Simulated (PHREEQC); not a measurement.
# Alkaline etch or developer

Make-up at 42 °C: 1.1 mmol/kgw NH3, 2.1 mmol/kgw H3BO3 and 1.8 mmol/kgw TMAH. Closed to the air; pH follows from the charge balance.

All values are PHREEQC results (ion-association model, wateq4f.dat), not measurements.

The pH is 9.74 and the ionic strength comes out as 0.00191 mol/kgw. The total alkalinity is 2.90 meq/kg.

```
species   molality  activity   log γ
--------  --------  --------  ------
(CH3)4N+   0.00180   0.00171  -0.022
H2BO3-     0.00172   0.00163  -0.022
NH3       0.000993  0.000993   0.000
H3BO3     0.000382  0.000383   0.000
OH-       0.000189  0.000180  -0.022
NH4+      0.000107  0.000102  -0.022
```

No solid was allowed to form. Complexes and solids missing from the database can't appear. (CH3)4N+ isn't in the database: it is added as a free cation with an ion size of 4 Å. Away from 25 °C the constants follow the database's enthalpies or fits; those with neither stay at their 25 °C values.
